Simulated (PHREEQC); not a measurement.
Solution (20 °C): 9.9 mmol/kgw CaSO4, 0.26 mmol/kgw CO2 and 2.9 mmol/kgw KCl. Closed to the air; pH follows from the charge balance.

The numbers come from PHREEQC with the ion-association model, phreeqc.dat.

Problem. The ionic strength comes out as 0.0322 mol/kgw. What activity coefficients do KSO4-, H+, HSO4-, HCO3-, SO4-2 get?

Solution. KSO4- 0.85, H+ 0.87, HSO4- 0.85, HCO3- 0.85, SO4-2 0.52.

No solid was allowed to form.
